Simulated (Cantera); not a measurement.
Thermodynamics of halide evaporation, hydrolysis and transport, feed MgCl2 + H2 + O2

Feed: 1 mol MgCl2, 0.36 mol H2, 2.5 mol O2, at 0.133 bar.

Method: chemical equilibrium by Gibbs-energy minimisation in Cantera with the NASA 1993 tables (ideal gas, pure condensed phases). Candidate condensed phases: H2O, Mg, MgCl2, MgO, Mg(OH)2; 22 gas species. Rates play no part.

```csv
T (K),log p O2,log p HCl,log p Cl2,log p MgCl2,log p Cl,log p H2O,log p ClO,log p OH,n MgO(s)
1148,-1.10,-1.58,-1.58,-3.92,-3.36,-2.99,-5.27,-6.95,0.997
1223,-1.10,-1.57,-1.60,-3.37,-3.02,-3.12,-5.00,-6.56,0.989
1298,-1.10,-1.57,-1.63,-2.90,-2.73,-3.24,-4.76,-6.21,0.968
1373,-1.10,-1.57,-1.69,-2.52,-2.48,-3.32,-4.57,-5.90,0.922
1448,-1.10,-1.58,-1.79,-2.23,-2.28,-3.35,-4.42,-5.59,0.845
1523,-1.10,-1.59,-1.94,-2.03,-2.14,-3.32,-4.31,-5.29,0.750
1598,-1.10,-1.60,-2.14,-1.91,-2.04,-3.24,-4.25,-4.98,0.666
```
log p: log10 of the partial pressure in bar; n: condensed amount in mol.

From 1148 K to 1598 K the condensed part is MgO(s). The main Mg-bearing gas is MgCl2 throughout. The share of Mg in condensed phases is highest at 1148 K (99.7 %) and lowest at 1598 K (66.6 %).
